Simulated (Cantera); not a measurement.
# Silicon etching in halogen gases: Si + HCl + N₂

Input: 1 mol Si, 2.8 mol HCl, 11 mol N₂, held at 1330 Pa.

Cantera equilibrium calculation (NASA polynomials, part measured and part estimated; ideal gas, pure solids and liquids). Candidate condensed phases: NH₄Cl, Si, Si₃N₄; 28 gas species. N₂ is the only nitrogen source here; it is nearly inert below about 1500 K, so the nitride shown seldom forms there in practice. The tables' values for SiCl₃, SiCl are old estimates; treat these amounts as uncertain. The numbers say what is thermodynamically allowed, not how fast it happens.

From 798 K to 1623 K the condensed part is Si₃N₄(s). The main Si-bearing gas is SiCl₄ at 798 K and SiCl₂ at 1623 K. The share of Si in condensed phases is highest at 1173 K (77.0 %) and lowest at 1623 K (21.9 %).

```
T (K)   x N₂   x HCl    x H₂   x SiCl₂   x SiCl₄  n Si₃N₄(s)
-----  -----  ------  ------  --------  --------  ----------
798    0.809   0.121  0.0467  2.16e-10    0.0234       0.232
873    0.807   0.128  0.0432   8.18e-9    0.0216       0.239
948    0.806   0.134  0.0404   1.73e-7    0.0202       0.245
1023   0.805   0.138  0.0381   2.31e-6    0.0190       0.250
1098   0.804   0.142  0.0362   2.16e-5    0.0179       0.254
1173   0.803   0.145  0.0347  0.000149    0.0169       0.257
1248   0.802   0.147  0.0337  0.000798    0.0154       0.256
1323   0.801   0.146  0.0336   0.00335    0.0129       0.249
1398   0.799   0.141  0.0354    0.0107   0.00875       0.227
1473   0.797   0.129  0.0405    0.0243   0.00401       0.183
1548   0.796   0.109  0.0491    0.0402   0.00124       0.127
1623   0.796  0.0872  0.0590    0.0542  0.000314      0.0729
```
x: gas mole fraction; n: condensed amount in mol.
